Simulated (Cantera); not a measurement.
A freely propagating, adiabatic, planar premixed flame of H₂ : O₂ : N₂ = 1 : 0.455 : 1.71 (molar parts), unburnt at 473 K and 0.582 atm; unity-Lewis-number transport, grid criteria slope 0.08 and curve 0.16, no radiation.

Computed with Cantera and the H2/O2 subset of GRI-Mech 3.0, which has no nitrogen chemistry. Unity Lewis numbers drop preferential diffusion, which matters most where H2 and H carry the flame. Burning velocities carry a grid error of a few per cent, more on coarse grids.

x: mole fraction of selected species; z is measured from the peak of heat release.

| z (mm) | T (K) | u (m/s) | x H₂ | x O₂ | x H | x H₂O | x OH | x O |
|---|---|---|---|---|---|---|---|---|
| -1.99 | 473 | 3.27 | 0.316 | 0.144 | <1e-8 | 1.12e-8 | <1e-8 | <1e-8 |
| -1.32 | 473 | 3.27 | 0.316 | 0.144 | <1e-8 | 5.07e-7 | <1e-8 | <1e-8 |
| -0.993 | 473 | 3.27 | 0.316 | 0.144 | <1e-8 | 3.00e-6 | <1e-8 | <1e-8 |
| -0.662 | 473 | 3.27 | 0.316 | 0.144 | <1e-8 | 5.55e-5 | <1e-8 | 5.26e-8 |
| -0.331 | 506 | 3.49 | 0.312 | 0.142 | 1.63e-5 | 0.00405 | 1.00e-5 | 8.77e-6 |
| -0.165 | 756 | 5.13 | 0.280 | 0.126 | 0.00411 | 0.0396 | 0.000478 | 0.000349 |
| 0 | 1228 | 8.10 | 0.156 | 0.0713 | 0.0483 | 0.150 | 0.00351 | 0.00550 |
| 0.165 | 1515 | 9.79 | 0.0709 | 0.0310 | 0.0756 | 0.224 | 0.00966 | 0.0115 |
| 0.331 | 1656 | 10.6 | 0.0606 | 0.0228 | 0.0679 | 0.240 | 0.0127 | 0.0119 |
| 0.662 | 1813 | 11.4 | 0.0603 | 0.0189 | 0.0528 | 0.251 | 0.0150 | 0.0102 |
| 1.32 | 1976 | 12.3 | 0.0590 | 0.0153 | 0.0383 | 0.264 | 0.0164 | 0.00784 |
| 2.65 | 2130 | 13.1 | 0.0557 | [?] | [?] | 0.278 | 0.0163 | [?] |
| 5.30 | 2266 | 13.8 | [?] | [?] | [?] | 0.292 | [?] | [?] |

Question: Complete the blanks.

Answer: 
- 2.65, x O₂: 0.0116
- 2.65, x H: 0.0262
- 2.65, x O: 0.00543
- 5.30, x H₂: 0.0510
- 5.30, x O₂: 0.00817
- 5.30, x H: 0.0168
- 5.30, x OH: 0.0148
- 5.30, x O: 0.00337
